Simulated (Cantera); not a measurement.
A perfectly stirred reactor is fed with 28.6 % NH3, 71.4 % H2, at 24.0 Torr; it is held at 2175 K, and followed from long to short residence time.

Detailed kinetics in Cantera: the gas-phase N/H chemistry of the illustrative SiF4/NH3 mechanism in the Surface Chemkin manual (1991). Walls and surfaces, which speed up NH3 decomposition in real reactors, are not modelled.

x: mole fraction; the columns are a selection and need not sum to one.

```tsv
τ (s)	x NH3	x H2	x H	x NH2	x N2H4	x N2H2	x NH
1.1	0.0347	0.865	0.00251	0.000309	3.85e-10	3.81e-7	2.27e-5
0.43	0.0779	0.839	0.00184	0.000525	1.11e-9	8.99e-7	2.88e-5
0.17	___	0.802	___	___	___	___	___
0.069	0.201	0.764	0.00122	0.000984	3.90e-9	2.61e-6	3.82e-5
0.028	0.244	0.738	0.00109	0.00111	4.95e-9	3.18e-6	3.94e-5
0.011	0.269	0.723	0.000999	0.00114	5.21e-9	3.23e-6	3.76e-5
0.0045	0.279	0.717	0.000887	0.00106	4.52e-9	2.62e-6	3.15e-5
0.0018	0.284	0.714	0.000668	0.000814	2.67e-9	1.30e-6	1.86e-5
0.00072	0.285	0.714	___	___	7.46e-10	___	___
0.00029	0.285	0.714	0.000147	0.000181	1.31e-10	3.08e-8	9.32e-7
0.00012	0.286	0.714	6.14e-5	7.52e-5	2.27e-11	4.17e-9	1.58e-7
```

Problem. Complete the blanks.

Solution. 
- 0.17, x NH3: 0.140
- 0.17, x H: 0.00145
- 0.17, x NH2: 0.000774
- 0.17, x N2H4: 2.42e-9
- 0.17, x N2H2: 1.73e-6
- 0.17, x NH: 3.45e-5
- 0.00072, x H: 0.000351
- 0.00072, x NH2: 0.000430
- 0.00072, x N2H2: 2.52e-7
- 0.00072, x NH: 5.27e-6
